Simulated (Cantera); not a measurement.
A Cantera script and its output.

```python
import numpy as np
import cantera as ct

gas = ct.Solution("gri30.yaml")
gas.TPX = 1475, 1400000, {'CH4': 1, 'O2': 3.17, 'N2': 11.9}
reactor = ct.IdealGasConstPressureReactor(gas, energy="on", clone=False)
net = ct.ReactorNet([reactor])
net.rtol, net.atol = 1e-08, 1e-16
show = ['CH4', 'O2', 'CH2', 'C2H', 'C2H4']
times = np.geomspace(2e-06, 0.2, 14)

steps = ct.SolutionArray(gas, extra=["t"])
rows = []
print(f"{'t/s':>10s}{'T/K':>9s}{'P/Pa':>11s}" + "".join(f"{s:>11s}" for s in show))
for t in times:
    while net.time < t:
        t_next = net.step()
        steps.append(gas.state, t=t_next)
    rows.append([np.interp(t, steps.t, y) for y in (steps.T, steps.P, *steps(*show).X.T)])
    print(f"{t:10.3e}{rows[-1][0]:9.1f}{rows[-1][1]:11.4g}" + "".join(f"{x:11.3e}" for x in rows[-1][2:]))
rate = np.gradient(steps.T, steps.t)
print("integrator steps:", len(steps.t))
if steps.T.max() > steps.T[0] + 200:
    print(f"time of steepest temperature rise: {steps.t[rate.argmax()]:.4e} s")
gas.TPX = 1475, 1400000, {'CH4': 1, 'O2': 3.17, 'N2': 11.9}
gas.equilibrate("HP")
print(f"equilibrium (HP): T = {gas.T:.1f} K  " + "  ".join(f"{s} {gas[s].X[0]:.3e}" for s in show))
```

It prints:

```
       t/s      T/K       P/Pa        CH4         O2        CH2        C2H       C2H4
 2.000e-06   1475.0    1.4e+06  6.223e-02  1.973e-01  1.477e-13  1.065e-24  5.713e-11
 4.849e-06   1475.0    1.4e+06  6.222e-02  1.973e-01  1.248e-12  1.603e-22  1.268e-09
 1.176e-05   1475.0    1.4e+06  6.220e-02  1.972e-01  1.560e-11  4.281e-20  3.792e-08
 2.850e-05   1475.4    1.4e+06  6.205e-02  1.972e-01  1.962e-10  2.200e-17  1.363e-06
 6.910e-05   1480.2    1.4e+06  6.097e-02  1.964e-01  1.182e-09  7.735e-15  2.713e-05
 1.675e-04   2643.1    1.4e+06  1.052e-16  7.177e-02  7.405e-16  5.339e-21  1.191e-24
 4.062e-04   2638.7    1.4e+06  2.622e-17  7.027e-02  8.284e-17  1.071e-22  2.678e-26
 9.848e-04   2630.0    1.4e+06  2.492e-17  6.777e-02  7.429e-17  9.117e-23  2.410e-26
 2.388e-03   2621.5    1.4e+06  2.368e-17  6.535e-02  6.652e-17  7.767e-23  2.167e-26
 5.789e-03   2618.9    1.4e+06  2.331e-17  6.461e-02  6.427e-17  7.393e-23  2.098e-26
 1.403e-02   2618.8    1.4e+06  2.330e-17  6.459e-02  6.420e-17  7.381e-23  2.095e-26
 3.403e-02   2618.8    1.4e+06  2.330e-17  6.459e-02  6.420e-17  7.381e-23  2.095e-26
 8.249e-02   2618.8    1.4e+06  2.330e-17  6.459e-02  6.420e-17  7.381e-23  2.095e-26
 2.000e-01   2618.8    1.4e+06  2.330e-17  6.459e-02  6.420e-17  7.381e-23  2.095e-26
integrator steps: 1896
time of steepest temperature rise: 1.4878e-04 s
equilibrium (HP): T = 2618.8 K  CH4 3.281e-17  O2 6.459e-02  CH2 9.251e-17  C2H 8.214e-23  C2H4 2.529e-26
```

Detailed kinetics in Cantera: GRI-Mech 3.0 (53 species, 325 reactions). The pressure lies above the range GRI-Mech 3.0 was tuned for (to about 10 atm).
